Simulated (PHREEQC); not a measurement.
Model water analysis in mmol/kgw, 39 °C, pH 3.24, pe 9.4:

```tsv
constituent	mmol/kgw
Na	3.56
K	0.331
Ca	0.8
Mg	0.723
Cl	2.7
S(6)	2.69
O(0) (counted as O atoms)	0.0126
Si	0.00232
```

Na is adjusted to close the charge balance.
Valence states are taken as typed.

The numbers come from PHREEQC with the ion-association model, phreeqc.dat.

Q: The ionic strength comes out as 0.0108 mol/kgw. What activity coefficients do SO4-2, Mg+2, HSO4-, Ca+2, Na+ get?

A: SO4-2 0.65, Mg+2 0.66, HSO4- 0.90, Ca+2 0.65, Na+ 0.90.

Precipitation was switched off in this run. Away from 25 °C the constants follow the database's enthalpies or fits; those with neither stay at their 25 °C values.
